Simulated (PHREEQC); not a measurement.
A made-up water analysis in mg/L, 25 °C, pH 6.71, pe 1.9:

```json
[
 {"constituent": "Na", "mg/L": "33.9"},
 {"constituent": "K", "mg/L": "5.18"},
 {"constituent": "Ca", "mg/L": "1.05"},
 {"constituent": "Mg", "mg/L": "2.72"},
 {"constituent": "Cl", "mg/L": "17.6"},
 {"constituent": "S(6) as SO4", "mg/L": "1.45"},
 {"constituent": "Alkalinity as HCO3", "mg/L": "22"},
 {"constituent": "F", "mg/L": "0.186"},
 {"constituent": "Mn(2)", "mg/L": "0.00876"}
]
```

Valence states are taken as typed.

All values are PHREEQC results (ion-association model, phreeqc.dat), not measurements.

Precipitation was switched off in this run.

Estimate the specific conductance, charge-balance error.

specific conductance 149 µS/cm; charge-balance error 35.5 %.

In which forms is C present?

HCO3- 70 %, CO2 30 % of the C.

Species that the database lacks are ignored.
